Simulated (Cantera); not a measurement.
Cantera with NASA thermochemical tables; ideal gases at 1 bar, condensed phases pure. Values are per mole of reaction as written; species without (g) are pure solids or liquids, kept so even where they would boil at 1 bar.

4 Ti + 7 O(g) = Ti4O7

| T (K) | ΔH° (kJ) | ΔS° (J/K) | ΔG° (kJ) | log10 K | condensed phases |
|---|---|---|---|---|---|
| 800 | -5149.1 | -1057.1 | -4303.4 | 280.98 | Ti(α), Ti4O7(s) |
| 850 | -5148.2 | -1056.0 | -4250.6 | 261.20 | Ti(α), Ti4O7(s) |
| 900 | … | … | … | … | Ti(α), Ti4O7(s) |
| 950 | … | … | … | … | Ti(α), Ti4O7(s) |
| 1000 | -5145.4 | -1052.9 | -4092.4 | 213.76 | Ti(α), Ti4O7(s) |
| 1050 | -5144.7 | -1052.2 | -4039.8 | 200.97 | Ti(α), Ti4O7(s) |
| 1100 | -5144.5 | -1052.1 | -3987.2 | 189.33 | Ti(α), Ti4O7(s) |
| 1150 | -5145.2 | -1052.8 | -3934.6 | 178.71 | Ti(α), Ti4O7(s) |
| 1200 | -5158.8 | -1064.5 | -3881.4 | 168.95 | Ti(β), Ti4O7(s) |

### Question
Complete the blanks.

### Answer

- 900, ΔH° (kJ): -5147.2
- 900, ΔS° (J/K): -1054.9
- 900, ΔG° (kJ): -4197.8
- 900, log10 K: 243.63
- 950, ΔH° (kJ): -5146.3
- 950, ΔS° (J/K): -1053.9
- 950, ΔG° (kJ): -4145.1
- 950, log10 K: 227.91
